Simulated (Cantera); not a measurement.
Input: 1 mol SiC, 0.034 mol O₂, 460 mol N₂, held at 0.100 bar.

Cantera equilibrium calculation (NASA polynomials, part measured and part estimated; ideal gas, pure solids and liquids). Candidate condensed phases: C, Si, SiC, SiO₂, Si₂N₂O, Si₃N₄; 34 gas species. Mutual solubility and eutectic melting of coexisting phases are not modelled. Rates play no part. All values below are at 1750 K.

Base state: N₂ 1.000, CO 0.000126, SiO 2.14e-5 (mole fractions); condensed: SiC(s) + Si₃N₄(s).

Task: What changes in the equilibrium state with this change: SiC replaced by Si₃N₄?

Result: 
```tsv
species	before	after
N₂	1.000	1.000
SiO	2.14e-5	0.000148
CO	0.000126	0
SiC(s), mol	0.942	0
Si₃N₄(s), mol	0.0158	0.977
```
